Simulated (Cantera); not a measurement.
## Fe₃O₄ + H₂ + N₂ (hydrogen reduction and annealing atmospheres)

Charge: 1 mol Fe₃O₄, 1300 mol H₂, 89 mol N₂, equilibrated at 0.100 bar.

Equilibrium computed with Cantera from the NASA thermochemical tables; the gas is ideal and each condensed phase is pure. Candidate condensed phases: Fe, FeO, Fe(OH)₂, Fe(OH)₃, Fe₂O₃, Fe₃O₄, H₂O; 27 gas species. Rates play no part.

From 673 K to 1073 K the condensed part is Fe(α). From 1273 K to 1473 K the condensed part is Fe(γ). At 1673 K the condensed part is Fe(δ). At 1873 K the condensed part is Fe(l). At 2073 K nothing is condensed.

| T (K) | x H₂ | x N₂ | x H | x H₂O | x Fe | x NH₃ | x OH | x FeO | n Fe(α) | n Fe(γ) | n Fe(δ) | n Fe(l) |
|---|---|---|---|---|---|---|---|---|---|---|---|---|
| 673 | 0.933 | 0.0639 | <1e-12 | 0.00288 | <1e-12 | 0.000307 | <1e-12 | <1e-12 | 3.00 | 0 | 0 | 0 |
| 873 | 0.933 | 0.0641 | 1.43e-10 | 0.00288 | <1e-12 | 3.46e-5 | <1e-12 | <1e-12 | 3.00 | 0 | 0 | 0 |
| 1073 | 0.933 | 0.0641 | 4.28e-8 | 0.00288 | 4.15e-12 | 8.45e-6 | <1e-12 | <1e-12 | 3.00 | 0 | 0 | 0 |
| 1273 | 0.933 | 0.0641 | 2.18e-6 | 0.00288 | 4.98e-9 | 3.16e-6 | 7.75e-11 | <1e-12 | 0 | 3.00 | 0 | 0 |
| 1473 | 0.933 | 0.0641 | 3.86e-5 | 0.00288 | 8.36e-7 | 1.53e-6 | 3.10e-9 | 9.14e-12 | 0 | 3.00 | 0 | 0 |
| 1673 | 0.933 | 0.0641 | 0.000348 | 0.00288 | 4.01e-5 | 8.85e-7 | 5.16e-8 | 9.63e-10 | 0 | 0 | 2.94 | 0 |
| 1873 | 0.930 | 0.0640 | 0.00197 | 0.00287 | 0.000791 | 5.72e-7 | 4.72e-7 | 3.51e-8 | 0 | 0 | 0 | 1.90 |
| 2073 | 0.923 | 0.0637 | 0.00799 | 0.00286 | 0.00215 | 4.00e-7 | 2.81e-6 | 1.57e-7 | 0 | 0 | 0 | 0 |
x: gas mole fraction; n: condensed amount in mol.
